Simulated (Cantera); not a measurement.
A freely propagating, adiabatic, planar premixed flame of 46.9 % H₂, 11.2 % O₂, 42.0 % N₂, unburnt at 550 K and 82.5 Torr; mixture-averaged transport, grid criteria slope 0.08 and curve 0.16, no radiation.

Cantera simulation using the H2/O2 subset of GRI-Mech 3.0, which has no nitrogen chemistry; the numbers are that mechanism's predictions, not measurements. Burning velocities carry a grid error of a few per cent, more on coarse grids.

x: mole fraction of selected species; z is measured from the peak of heat release.

```tsv
z (mm)	T (K)	u (m/s)	x H₂	x O₂	x H	x O	x H₂O₂	x H₂O
-22.9	550	5.67	0.469	0.112	<1e-8	<1e-8	<1e-8	<1e-8
-15.3	550	5.67	0.469	0.112	<1e-8	<1e-8	<1e-8	<1e-8
-11.5	550	5.67	0.469	0.112	<1e-8	<1e-8	<1e-8	<1e-8
-7.64	550	5.67	0.469	0.112	4.05e-7	<1e-8	<1e-8	4.61e-8
-3.82	564	5.80	0.467	0.111	0.000624	[?]	5.70e-7	0.000904
-1.91	707	7.18	0.440	0.107	0.0134	[?]	3.88e-7	0.0134
0	1076	10.7	0.296	0.0581	0.0896	[?]	1.69e-7	0.116
1.91	1304	12.8	0.200	0.00502	0.132	[?]	9.63e-8	0.220
3.82	1387	13.6	0.198	0.00106	0.126	0.00164	8.66e-8	0.229
7.64	1485	14.4	0.207	0.000824	0.112	0.00159	8.57e-8	0.230
15.3	1600	15.4	0.218	0.000706	0.0957	[?]	6.97e-8	0.232
30.6	1724	16.5	0.229	0.000538	0.0776	[?]	4.51e-8	0.235
61.1	1843	17.4	0.240	0.000363	0.0601	[?]	2.53e-8	0.238
```

**Question.** What belongs in the gaps?

**Answer.** 
- -3.82, x O: 1.15e-5
- -1.91, x O: 0.000223
- 0, x O: 0.00410
- 1.91, x O: 0.00241
- 15.3, x O: 0.00145
- 30.6, x O: 0.00117
- 61.1, x O: 0.000830
